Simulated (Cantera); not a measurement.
What does this Cantera script print?

```python
import numpy as np
import cantera as ct

gas_names = [...]  # 62 gases of nasa_gas.yaml made of F, H, N, O, S
cond_names = """
    H2O(s) H2O(L) H2SO4(L) S(cr1) S(cr2) S(L)
""".split()


# ... load() reads the species with a 1 bar reference pressure and builds the phases ...
atoms = {
    'HF': {'H': 1, 'F': 1},
    'SO2': {'S': 1, 'O': 2},
    'N2': {'N': 2},
}
top_T = {}  # K; cautious upper limits of use, not melting points


# ... equilibrate(T, P, feed) seeds the gas with the atoms and calls Mixture.equilibrate('TP', solver="vcs", rtol=1e-11, max_steps=5000) ...
results = []
feed = {'HF': 1, 'SO2': 0.097, 'N2': 20}  # mol
T = 2500  # K
P = 400  # Pa
mix = equilibrate(T, P, feed)
results.append((T, P, feed, dict(zip(mix.species_names, mix.species_moles))))
print(gas.report(threshold=0.0001))
for i in range(1, mix.n_phases):
    print(f"{mix.phase(i).name:16s} {mix.phase_moles(i):12.5e} mol")
```

It prints:

```
       temperature   2500 K
          pressure   400 Pa
           density   0.00053008 kg/m^3
  mean mol. weight   27.546 kg/kmol
   phase of matter   gas

                          1 kg             1 kmol
                     ---------------   ---------------
          enthalpy        2.3532e+06         6.482e+07  J
   internal energy        1.5986e+06        4.4034e+07  J
           entropy             11141        3.0689e+05  J/K
    Gibbs function       -2.5499e+07        -7.024e+08  J
 heat capacity c_p            1322.6             36434  J/K
 heat capacity c_v            1020.8             28119  J/K

                      mass frac. Y      mole frac. X     chem. pot. / RT
                     ---------------   ---------------   ---------------
                 F         0.0027242         0.0039498           -29.596
                 H         0.0001316         0.0035962           -17.573
                HF          0.031242          0.043016           -47.169
                NO         0.0011471         0.0010531           -38.153
                N2           0.95476           0.93881           -33.301
                 O         0.0025591          0.004406           -21.503
                OH        9.4096e-05        0.00015241           -39.076
                O2        0.00042954        0.00036978           -43.006
                 S         0.0025628         0.0022019           -21.842
                SO         0.0033317         0.0019096           -43.345
               SO2        0.00096983        0.00041704           -64.848
     [  +51 minor]        5.2215e-05        0.00012011

S(L)              0.00000e+00 mol
```

Method: chemical equilibrium by Gibbs-energy minimisation in Cantera with the NASA 1993 tables (ideal gas, pure condensed phases).
